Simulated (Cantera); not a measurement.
# Equilibrium for silicon epitaxy and polysilicon growth: Si2Cl6 + Cl2 + N2

Input: 1 mol Si2Cl6, 0.058 mol Cl2, 86 mol N2, equilibrated at 0.100 bar.

These are equilibrium values from Cantera (NASA tables, ideal gas, pure condensed phases), not measurements of a reactor. Candidate condensed phases: Si, Si3N4; 13 gas species. The feed counts by its element totals alone. N2 is the only nitrogen source here; it is nearly inert below about 1500 K, so the nitride shown seldom forms there in practice. The tables' values for SiCl3 are old estimates; treat these amounts as uncertain. The numbers say what is thermodynamically allowed, not how fast it happens.

From 1275 K to 1475 K the condensed part is Si3N4(s). From 1500 K to 1550 K nothing is condensed. The main Si-bearing gas is SiCl4 throughout.

```tsv
T (K)	log p N2	log p SiCl4	log p SiCl2	log p SiCl3	log p Cl	log p Cl2	log p SiCl	n Si3N4(s)
1275	-1.01	-2.78	-4.59	-4.09	-6.84	-9.68	-11.24	0.147
1300	-1.01	-2.78	-4.38	-3.97	-6.67	-9.52	-10.81	0.143
1325	-1.01	-2.79	-4.17	-3.85	-6.50	-9.37	-10.41	0.137
1350	-1.01	-2.81	-3.97	-3.74	-6.33	-9.22	-10.01	0.128
1375	-1.01	-2.83	-3.79	-3.64	-6.18	-9.09	-9.64	0.117
1400	-1.01	-2.85	-3.61	-3.55	-6.03	-8.96	-9.28	0.101
1425	-1.01	-2.88	-3.45	-3.46	-5.89	-8.84	-8.93	0.0798
1450	-1.01	-2.93	-3.29	-3.39	-5.75	-8.74	-8.60	0.0531
1475	-1.01	-2.98	-3.15	-3.33	-5.63	-8.64	-8.29	0.0202
1500	-1.01	-3.02	-3.08	-3.30	-5.46	-8.46	-8.09	0
1525	-1.01	-3.02	-3.09	-3.29	-5.25	-8.19	-8.02	0
1550	-1.01	-3.03	-3.09	-3.28	-5.05	-7.92	-7.95	0
```
log p: log10 of the partial pressure in bar; n: condensed amount in mol.
